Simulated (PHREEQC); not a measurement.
PHREEQC input (ion-association model, wateq4f.dat):

```
SOLUTION_MASTER_SPECIES
  An  An-  0  An  62.0  # stands for a non-complexing anion
SOLUTION_SPECIES
  An- = An-
    -log_k 0
    -gamma 3.0 0
  SO4-2 + 10H+ + 8e- = H2S + 4H2O  # shut off: sulfate is not reduced
    -log_k -100
    -delta_h 0
    -analytic -100
PHASES
  Fix_H+
    H+ = H+
    -log_k 0
SOLUTION 1
  temp 25
  units mmol/kgw
  pH 7 charge
  S(6) 7.47
  Zn 7.1
  Na 11.04
  As(3) 5.3
  An 5
END
SELECTED_OUTPUT 1
  -reset false
  -pH true
  -pe true
  -ionic_strength true
  -water true
  -totals As Na S Zn As(3) As(5) S(-2) S(6)
  -molalities Hfo_wOH Hfo_wOH2+ Hfo_wO- Hfo_sOH Hfo_sOH2+ Hfo_sO- Hfo_wH2AsO3 Hfo_sOZn+ Hfo_wOZn+ Hfo_wSO4-
    Hfo_wOHSO4-2
  -saturation_indices Zn(OH)2-e Zn4(OH)6SO4 Arsenolite Mirabilite Goslarite
USER_PUNCH 1
  -headings sigma psi
  10 PUNCH EDL("sigma", "Hfo"), EDL("psi", "Hfo")
PRINT
  -reset false
USE solution 1
SURFACE 1
  Hfo_wOH 0.00449438 600 2
  Hfo_sOH 0.00011236
EQUILIBRIUM_PHASES 1
  Fix_H+ -4 HAn 10
    -force_equality true
END
# ... the last block is repeated for the other 16 points of pH, with NaOH or the acid as the point needs
```

Selected output (columns that matter, 16 of 17 rows; pH added in front):

```
pH	mu	As	Na	S	Zn	m_Hfo_wOH	m_Hfo_wOH2+	si_Zn(OH)2-e	si_Zn4(OH)6SO4	si_Arsenolite	si_Mirabilite	si_Goslarite	sigma	psi
4	0.032117	0.0024181	0.011038	0.0067939	0.0070848	4.5987e-06	0.00093277	-6.0429	-17.172	-3.8459	-5.5576	-3.185	0.029203	0.058142
4.38	0.031982	0.0018792	0.011038	0.007055	0.0070483	7.0243e-06	0.00065222	-5.2898	-14.9	-4.0649	-5.5385	-3.1726	0.027493	0.055737
4.75	0.031865	0.0014904	0.011038	0.007238	0.0070057	9.8638e-06	0.00044213	-4.5557	-12.691	-4.2663	-5.5254	-3.1653	0.025358	0.05256
5.12	0.031802	0.0012286	0.011038	0.0073537	0.006984	1.279e-05	0.00028786	-3.8191	-10.476	-4.4341	-5.5175	-3.1607	0.022736	0.04837
5.5	0.031738	0.0010696	0.011038	0.0074166	0.0069627	1.5268e-05	0.00017177	-3.0616	-8.2015	-4.5547	-5.513	-3.1586	0.020001	0.043706
5.88	0.031624	0.0010021	0.011038	0.007443	0.0069171	1.6563e-05	8.4529e-05	-2.305	-5.9325	-4.6117	-5.5102	-3.1594	0.018763	0.041536
6.25	0.031468	0.0010118	0.011038	0.0074505	0.0068465	1.6382e-05	3.1314e-05	-1.5699	-3.7301	-4.6041	-5.5079	-3.1622	0.020578	0.044878
6.62	0.031289	0.001076	0.011038	0.0074486	0.0067614	1.5205e-05	9.2881e-06	-0.836	-1.5326	-4.5524	-5.5057	-3.1664	0.024962	0.052297
7.38	0.030701	0.0013388	0.011038	0.0074179	0.0065217	1.1651e-05	6.0827e-07	0.6628	2.9474	-4.377	-5.4998	-3.1826	0.03795	0.070529
7.75	0.030081	0.0015413	0.011038	0.007386	0.006358	9.8586e-06	1.5796e-07	1.3794	5.0793	-4.2775	-5.4935	-3.2006	0.045141	0.078989
8.12	0.028661	0.0018002	0.011039	0.0073416	0.0061652	8.3337e-06	4.2815e-08	2.0626	7.0861	-4.1937	-5.4771	-3.2433	0.051434	0.086323
8.5	0.025751	0.0020894	0.01152	0.0072946	0.0059805	7.4893e-06	1.3552e-08	2.6504	8.7151	-4.1766	-5.3977	-3.3777	0.053336	0.090653
8.88	0.026477	0.002314	0.016478	0.0073027	0.0058746	8.1e-06	6.7972e-09	2.9934	9.3653	-4.31	-5.0518	-3.7568	0.051102	0.087915
9.25	0.027551	0.0025382	0.019762	0.0073629	0.005829	1.0349e-05	5.3586e-09	3.1141	9.1272	-4.5945	-4.8779	-4.3571	0.042689	0.078431
9.62	0.02867	0.0029247	0.021596	0.0074247	0.0057269	1.3881e-05	5.5129e-09	3.1384	8.4881	-4.9849	-4.7995	-5.0692	0.031191	0.063358
10	0.029835	0.0034863	0.023024	0.0074562	0.0055353	1.8506e-05	6.5506e-09	3.1249	7.6717	-5.4733	-4.7487	-5.8453	0.019464	0.043837
```

Along this series the solution becomes supersaturated in solids that the run did not let form, among them Zn(OH)2-e, Zn4(OH)6SO4. Species that the database lacks are ignored.
